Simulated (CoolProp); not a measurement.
The numbers come from the reference Helmholtz-energy equation of state, Colonna 2008 in CoolProp. It is a short technical equation, of lower accuracy than the large ones.

**Question.** For dodecamethylcyclohexasiloxane (D6), give the phase and the density (kg/m³), Joule-Thomson coefficient (K/MPa), fugacity coefficient at 156.95 °C and 0.626 MPa; 228.15 °C and 0.626 MPa; 299.35 °C and 0.626 MPa.

**Answer.** 
- 156.95 °C and 0.626 MPa: liquid; density 823, Joule-Thomson coefficient -0.257, fugacity coefficient 0.0146
- 228.15 °C and 0.626 MPa: liquid; density 734, Joule-Thomson coefficient -0.0539, fugacity coefficient 0.111
- 299.35 °C and 0.626 MPa: liquid; density 622, Joule-Thomson coefficient 0.586, fugacity coefficient 0.406
